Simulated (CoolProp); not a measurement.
The fluid at 241.57 K and 0.543 MPa expands adiabatically to 0.0793 MPa with isentropic efficiency 1. The same conditions are run with several fluids, on thermodynamics alone (safety and materials aside).

The numbers come from the reference Helmholtz-energy equation of state of each fluid (C2F6 (R116): Lemmon 2006; nitrogen: Span 2000; ethane: Bücker 2006; dry air: Lemmon 2000; fluorine: de Reuck 1990) in CoolProp. Blends and air are pseudo-pure fits.

```
fluid        work (kJ/kg)  final temperature (K)                       final phase  final density (kg/m³)
-----------  ------------  ---------------------  --------------------------------  ---------------------
C2F6 (R116)          23.5                  196.8                               gas                   6.92
nitrogen              105                  139.1                               gas                   1.93
ethane                102                  180.1  two-phase, vapour fraction 0.948                   1.73
dry air               102                  138.9                               gas                   2.00
fluorine             78.2                  140.4                               gas                   2.59
```
